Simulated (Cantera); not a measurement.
Input: 1 mol PbCl₂, 0.46 mol H₂, 46 mol N₂, equilibrated at 0.0133 bar.

Cantera equilibrium calculation (NASA polynomials, part measured and part estimated; ideal gas, pure solids and liquids). Candidate condensed phases: NH₄Cl, Pb, PbCl₂; 17 gas species. The tables' values for PbCl₄ are old estimates; treat these amounts as uncertain. Equilibrium is a limit: real reactors are often held back by kinetics, nucleation or transport.

x: gas mole fraction; n: condensed amount in mol.

```csv
T (°C),x N₂,x HCl,x PbCl₂,x PbCl,x H₂,x Pb,n Pb(l)
575,0.971,0.00995,0.0102,0.00116,0.00474,2.24e-5,0.334
625,0.969,0.0105,0.0126,0.00274,0.00444,9.71e-5,0.223
675,0.967,0.0104,0.0126,0.00541,0.00447,0.000359,0.113
725,0.964,0.0105,…,…,0.00441,…,0
775,0.963,0.0123,0.00984,0.00970,0.00346,0.00136,0
825,0.962,0.0140,0.00860,0.0105,0.00261,0.00178,0
875,0.962,0.0155,0.00757,0.0111,0.00188,0.00219,0
925,0.961,0.0166,0.00678,0.0115,0.00129,0.00256,0
975,0.961,0.0175,0.00621,0.0118,0.000848,0.00286,0
1025,0.960,0.0181,0.00581,0.0120,…,0.00309,0
1075,0.960,0.0185,0.00554,0.0121,0.000333,0.00323,0
1125,0.960,0.0188,0.00535,0.0122,0.000205,0.00333,0
1175,0.960,0.0189,0.00521,0.0122,0.000129,0.00341,0
1225,0.960,0.0190,0.00506,0.0123,8.33e-5,0.00349,0
```

**Question.** Some entries are withheld; supply them.

**Answer.** 
- 725, x PbCl₂: 0.0113
- 725, x PbCl: 0.00864
- 725, x Pb: 0.000983
- 1025, x H₂: 0.000537
